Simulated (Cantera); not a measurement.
Input (Python, Cantera):

```python
import numpy as np
import cantera as ct

gas = ct.Solution("gri30.yaml")
gas.TPX = 1173, 980, {'N2O': 1, 'H2O': 0.16}
reactor = ct.IdealGasConstPressureReactor(gas, energy="off", clone=False)
net = ct.ReactorNet([reactor])
net.rtol, net.atol = 1e-08, 1e-18
show = ['N2O', 'H2O', 'O2', 'N2', 'HO2', 'H2O2']
times = np.geomspace(9e-05, 200, 11)

steps = ct.SolutionArray(gas, extra=["t"])
rows = []
print(f"{'t/s':>10s}{'T/K':>9s}{'P/Pa':>11s}" + "".join(f"{s:>11s}" for s in show))
for t in times:
    while net.time < t:
        t_next = net.step()
        steps.append(gas.state, t=t_next)
    rows.append([np.interp(t, steps.t, y) for y in (steps.T, steps.P, *steps(*show).X.T)])
    print(f"{t:10.3e}{rows[-1][0]:9.1f}{rows[-1][1]:11.4g}" + "".join(f"{x:11.3e}" for x in rows[-1][2:]))
rate = np.gradient(steps.T, steps.t)
print("integrator steps:", len(steps.t))
if steps.T.max() > steps.T[0] + 200:
    print(f"time of steepest temperature rise: {steps.t[rate.argmax()]:.4e} s")
gas.TPX = 1173, 980, {'N2O': 1, 'H2O': 0.16}
gas.equilibrate("TP")
print(f"equilibrium (TP): T = {gas.T:.1f} K  " + "  ".join(f"{s} {gas[s].X[0]:.3e}" for s in show))
```

Result:

```
       t/s      T/K       P/Pa        N2O        H2O         O2         N2        HO2       H2O2
 9.000e-05   1173.0        980  8.621e-01  1.379e-01  1.191e-08  2.466e-07  2.404e-12  1.001e-17
 3.881e-04   1173.0        980  8.621e-01  1.379e-01  1.921e-07  1.204e-06  1.716e-10  3.136e-15
 1.673e-03   1173.0        980  8.621e-01  1.379e-01  2.179e-06  6.553e-06  9.277e-09  7.901e-13
 7.216e-03   1173.0        980  8.620e-01  1.379e-01  1.352e-05  3.261e-05  2.735e-07  1.316e-10
 3.111e-02   1173.0        980  8.618e-01  1.379e-01  6.439e-05  1.493e-04  3.559e-06  2.403e-08
 1.342e-01   1173.0        980  8.611e-01  1.379e-01  3.084e-04  6.716e-04  6.501e-06  1.760e-07
 5.785e-01   1173.0        980  8.577e-01  1.377e-01  1.373e-03  2.946e-03  5.082e-06  1.064e-07
 2.495e+00   1173.0        980  8.434e-01  1.370e-01  5.902e-03  1.260e-02  3.559e-06  5.356e-08
 1.076e+01   1173.0        980  7.860e-01  1.343e-01  2.435e-02  5.130e-02  1.726e-06  1.509e-08
 4.638e+01   1173.0        980  5.927e-01  1.250e-01  8.719e-02  1.817e-01  5.149e-07  3.343e-09
 2.000e+02   1173.0        980  2.138e-01  1.067e-01  2.108e-01  4.375e-01  7.742e-08  1.407e-09
integrator steps: 1313
equilibrium (TP): T = 1173.0 K  N2O 1.028e-09  H2O 9.638e-02  O2 3.011e-01  N2 6.023e-01  HO2 3.992e-09  H2O2 9.796e-11
```

Cantera simulation using GRI-Mech 3.0 (53 species, 325 reactions); the numbers are that mechanism's predictions, not measurements. GRI-Mech 3.0 was tuned for natural gas; its chemistry of N2O as a main component is partial and can be far from experiment. Radical loss at walls, strong at low pressure, is not modelled. The mechanism lacks the step 2 NO + O2 → 2 NO2, which can matter for NO2 below about 1400 K. The temperature is held fixed by assumption; the heat of reaction is taken as removed at once.
